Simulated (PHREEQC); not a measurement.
A solution holds 0.025 mol/kgw NaHS, at 25 °C. Closed to the air; pH follows from the charge balance.

Equilibrium calculation in PHREEQC: ion-association model, wateq4f.dat.

```json
[
 {"quantity": "pH", "before": "9.53", "after": "9.14"},
 {"quantity": "H2S (mol/kgw)", "before": "5.50e-5", "after": "1.50e-5"}
]
```

Task: Which change was made?
(A) NaHS from 0.025 to 0.0225 mol/kgw
(B) temperature from 25 to 80 °C
(C) diluted 10-fold with water

Result: C, diluted 10-fold with water

Precipitation was switched off in this run.
